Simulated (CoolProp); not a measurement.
Vapour-liquid equilibrium of hydrogen sulfide (1) + n-pentane (2) at -5.25 °C; x and y are mole fractions of (1).

Computed with CoolProp (multi-fluid Helmholtz-energy mixture model, Lemmon 2006 and Thol 2019; pair parameters Kunz 2012).

Question: Give the bubble pressure and the first vapour's composition at x = 0.275, 0.875, 0.95. Is there an azeotrope?

Answer: x = 0.275: 382.1 kPa, y = 0.958; x = 0.875: 779.9 kPa, y = 0.991; x = 0.95: 838.0 kPa, y = 0.996. No azeotrope shows between x = 0.05 and 0.95.

The pair parameters rest on a limited set of measurements; away from them the model extrapolates.
